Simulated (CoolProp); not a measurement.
Model: reference Helmholtz-energy equation of state, Lemmon 2006, in CoolProp. It is a short technical equation, of lower accuracy than the large ones.

Task: Give the vapour pressure (MPa), liquid density (kg/m³), vapour density (kg/m³), liquid cp (kJ/(kg K)) of saturated acetone at 57.65, 80.55 °C.

Result: 
```tsv
T (°C)	p (MPa)	liquid density (kg/m³)	vapour density (kg/m³)	liquid cp (kJ/(kg K))
57.65	0.107	747	2.39	2.23
80.55	0.219	719	4.71	2.31
```
